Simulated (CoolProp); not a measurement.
20 sccm (0 °C, 1 atm) of nitrogen bubbles through liquid n-perfluorohexane at 312.1 K and leaves saturated at a total pressure of 0.15 MPa (ideal gas phase). Each further row changes one setting.

Values from CoolProp's reference Helmholtz-energy equation of state, Gao 2022.

```
case                      vapour pressure (kPa)  mole fraction of vapour  delivery (mg/min)  delivery (sccm)  change of delivery for a bath 1 K warmer (%)
------------------------  ---------------------  -----------------------  -----------------  ---------------  --------------------------------------------
as stated                                  52.3                    0.349                162             10.7                                           [?]
bath temperature 317.1 K                    [?]                    0.422                221             14.6                                           [?]
total pressure 0.3 MPa                     52.3                    0.174               63.8             4.23                                           4.8
```

Q: Complete the blanks.

A: 
- as stated, change of delivery for a bath 1 K warmer (%): 6.2
- bath temperature 317.1 K, vapour pressure (kPa): 63.4
- bath temperature 317.1 K, change of delivery for a bath 1 K warmer (%): 6.8
